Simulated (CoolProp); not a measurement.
Model: reference Helmholtz-energy equation of state, Lemmon 2013, in CoolProp.

Give the vapour pressure (kPa), enthalpy of vaporisation (kJ/kg), liquid cp (kJ/(kg K)), vapour Z of saturated propylene at -25.95, 15.75 °C.


| T (°C) | p (kPa) | enthalpy of vaporisation (kJ/kg) | liquid cp (kJ/(kg K)) | vapour Z |
|---|---|---|---|---|
| -25.95 | 247 | 413 | 2.28 | 0.933 |
| 15.75 | 910 | 352 | 2.57 | 0.834 |
